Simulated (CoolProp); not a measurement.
Vapour-liquid equilibrium of ethane (1) + C2F6 (R116) (2) at 1130 kPa; x and y are mole fractions of (1).

Model: multi-fluid Helmholtz-energy mixture model, Bücker 2006 and Lemmon 2006; pair parameters Bell 2016, in CoolProp.

```json
[
 {"x": "0.05", "bubble temperature (°C)": "-20.3", "y at the bubble point": "0.106", "dew temperature at overall composition x (°C)": "-18.8", "liquid density (mol/L)": "9.512"},
 {"x": "0.2", "bubble temperature (°C)": "-27.5", "y at the bubble point": "0.356", "dew temperature at overall composition x (°C)": "-23.0", "liquid density (mol/L)": "10.24"},
 {"x": "0.35", "bubble temperature (°C)": "-31.7", "y at the bubble point": "0.506", "dew temperature at overall composition x (°C)": "-27.3", "liquid density (mol/L)": "10.92"},
 {"x": "0.5", "bubble temperature (°C)": "-33.7", "y at the bubble point": "0.596", "dew temperature at overall composition x (°C)": "-31.6", "liquid density (mol/L)": "11.64"},
 {"x": "0.65", "bubble temperature (°C)": "-34.3", "y at the bubble point": "0.661", "dew temperature at overall composition x (°C)": "-34.3", "liquid density (mol/L)": "12.51"},
 {"x": "0.8", "bubble temperature (°C)": "-33.9", "y at the bubble point": "0.738", "dew temperature at overall composition x (°C)": "-32.8", "liquid density (mol/L)": "13.58"},
 {"x": "0.95", "bubble temperature (°C)": "-30.6", "y at the bubble point": "0.896", "dew temperature at overall composition x (°C)": "-29.3", "liquid density (mol/L)": "14.79"}
]
```

y crosses x between x = 0.65 and 0.8: the model has an azeotrope there.

The pair parameters rest on a limited set of measurements; away from them the model extrapolates.
